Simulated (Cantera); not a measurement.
A perfectly stirred reactor is fed with 3.99 % CH₄, 19.0 % O₂, 71.4 % N₂, 5.59 % H₂O, equivalence ratio 0.42, at 6.30 bar; it is adiabatic with a 573 K inlet, and is followed from long to short residence time, starting on the burning branch (τ in s: 0.14, 0.06, 0.026, 0.012, 0.0051, 0.0022, 0.00098, 0.00043, 0.00019, 8.4e-05).

Detailed kinetics in Cantera: GRI-Mech 3.0 (53 species, 325 reactions).

Question: Predict: blow-out, bracketed by the residence times tried; x(CH₄) at τ = 0.140 s; x(O₂) at τ = 0.140 s; x(H₂O) at τ = 0.140 s; x(C₂H₄) at τ = 0.140 s; x(CO) at τ = 0.140 s; x(CH₄) at τ = 2.20 ms; x(O₂) at τ = 2.20 ms; x(H₂O) at τ = 2.20 ms.

Answer: 
```json
{
  "blow_out_bracketed_by_the_residence_times_tried": "burning at 5.10 ms, out at 2.20 ms",
  "x(CH₄) at τ = 0.140 s": "2.46e-5",
  "x(O₂) at τ = 0.140 s": "0.110",
  "x(H₂O) at τ = 0.140 s": "0.136",
  "x(C₂H₄) at τ = 0.140 s": "1.08e-7",
  "x(CO) at τ = 0.140 s": "0.000191",
  "x(CH₄) at τ = 2.20 ms": "0.0399",
  "x(O₂) at τ = 2.20 ms": "0.190",
  "x(H₂O) at τ = 2.20 ms": "0.0559"
}
```
